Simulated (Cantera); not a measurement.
Charge: 1 mol SiH₄, a varied amount of H₂O, 2 mol H₂, at 1898.15 K and 0.133 bar.

These are equilibrium values from Cantera (NASA tables, ideal gas, pure condensed phases), not measurements of a reactor. Candidate condensed phases: H₂O, Si, SiO₂; 18 gas species. The tables hold silica as quartz up to 1696 K and as liquid above; real silica turns to tridymite and cristobalite and melts near 1996 K. Gases not in the tables: Si(OH)₄, Si₂H₆ and higher silanes. The numbers say what is thermodynamically allowed, not how fast it happens.

x: gas mole fraction; n: condensed amount in mol.

```
n(H₂O) (mol)   x H₂    x H₂O     x SiO      x H      x OH      x Si  n Si(l)  n SiO₂(condensed)
------------  -----  -------  --------  -------  --------  --------  -------  -----------------
0.43          0.909  9.79e-6    0.0884  0.00204   1.80e-9   9.23e-5    0.569                  0
0.59          0.884  1.22e-5     0.114  0.00202   2.28e-9   9.23e-5    0.409                  0
0.81          0.854  1.50e-5     0.144  0.00198   2.84e-9   9.23e-5    0.189                  0
1.1           0.847        …     0.150  0.00197         …         …        0                  …
1.5           0.913  0.00109    0.0842  0.00205   2.00e-7   7.93e-7        0              0.493
2             0.978  0.00992   0.00992  0.00212   1.76e-6   1.10e-8        0              0.940
2.8           0.879    0.118  0.000748  0.00201   2.21e-5  6.26e-11        0              0.995
3.8               …        …         …  0.00188         …         …        0              0.997
5.2           0.650    0.348  0.000188  0.00173   7.56e-5  3.96e-12        0              0.998
7.1           0.539    0.459  0.000118  0.00157  0.000110  1.56e-12        0              0.999
9.6           0.440    0.558   7.93e-5  0.00142  0.000148    <1e-12        0              0.999
13            0.352    0.646   5.48e-5  0.00127  0.000191    <1e-12        0              0.999
18            0.272    0.727   3.77e-5  0.00112  0.000244    <1e-12        0              0.999
```

Problem. Fill in the missing entries.

Solution. 
- 1.1, x H₂O: 0.000567
- 1.1, x OH: 1.08e-7
- 1.1, x Si: 2.53e-6
- 1.1, n SiO₂(condensed): 0.0966
- 3.8, x H₂: 0.767
- 3.8, x H₂O: 0.231
- 3.8, x SiO: 0.000334
- 3.8, x OH: 4.62e-5
- 3.8, x Si: 1.25e-11
